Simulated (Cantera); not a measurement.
# Thermodynamics of calcination and drying, feed Na₂SO₄ + H₂

Feed: 1 mol Na₂SO₄, 4.6 mol H₂, held at 1.33 mbar.

These are equilibrium values from Cantera (NASA tables, ideal gas, pure condensed phases), not measurements of a reactor. Candidate condensed phases: H₂O, H₂SO₄, Na, NaOH, NaO₂, Na₂O, Na₂O₂, Na₂S, Na₂SO₄, S; 27 gas species. Gases not in the tables: S₃ to S₇. The numbers say what is thermodynamically allowed, not how fast it happens.

From 1048 K to 1348 K the condensed part is Na₂S(s). From 1398 K to 1548 K nothing is condensed. The main Na-bearing gas is Na throughout.

```
T (K)  log p H₂O  log p Na  log p H₂  log p SO₂  log p S₂  log p NaOH  log p H₂S  n Na₂S(s)
-----  ---------  --------  --------  ---------  --------  ----------  ---------  ---------
1048       -2.94     -5.88     -3.76      -7.22     -8.29       -6.06      -5.99      0.996
1098       -2.94     -5.44     -3.76      -6.38     -7.23       -5.74      -5.66      0.991
1148       -2.94     -5.01     -3.76      -5.69     -6.38       -5.44      -5.42      0.977
1198       -2.96     -4.59     -3.74      -5.16     -5.72       -5.14      -5.25      0.942
1248       -2.99     -4.19     -3.71      -4.78     -5.17       -4.89      -5.10      0.857
1298       -3.05     -3.83     -3.68      -4.50     -4.69       -4.69      -4.97      0.652
1348       -3.18     -3.49     -3.68      -4.34     -4.25       -4.57      -4.89     0.0963
1398       -3.21     -3.46     -3.65      -4.26     -4.23       -4.65      -4.98          0
1448       -3.23     -3.45     -3.62      -4.20     -4.27       -4.75      -5.08          0
1498       -3.24     -3.45     -3.59      -4.15     -4.31       -4.84      -5.18          0
1548       -3.26     -3.45     -3.56      -4.10     -4.36       -4.93      -5.28          0
```
log p: log10 of the partial pressure in bar; n: condensed amount in mol.
